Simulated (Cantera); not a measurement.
Feed: 1 mol Fe, 2.1 mol SO₂, 14 mol N₂, at 66.8 Torr.

These are equilibrium values from Cantera (NASA tables, ideal gas, pure condensed phases), not measurements of a reactor. Candidate condensed phases: Fe, FeO, FeS, FeSO₄, FeS₂, Fe₂O₃, Fe₂(SO₄)₃, Fe₃O₄, S; 19 gas species. The tables' stoichiometric FeO is somewhat more stable than real wüstite, so its field is too wide. FeO: taken at fixed stoichiometry. Kinetics and transport are ignored. All values below are at 1352 °C.

Base state: N₂ 0.883, SO₂ 0.0989, S₂ 0.0146, SO 0.00363, S₂O 0.000351, S 6.28e-5 (mole fractions); condensed: FeO(s).

Task: What changes in the equilibrium state with this change: N₂ from 14 to 2.1 mol?

Result: 
| species | before | after |
|---|---|---|
| N₂ | 0.883 | 0.531 |
| SO₂ | 0.0989 | 0.398 |
| S₂ | 0.0146 | 0.0590 |
| SO | 0.00363 | 0.0103 |
| S₂O | 0.000351 | 0.00201 |
| S | 6.28e-5 | 0.000126 |
| FeO(s), mol | 1.000 | 1.000 |
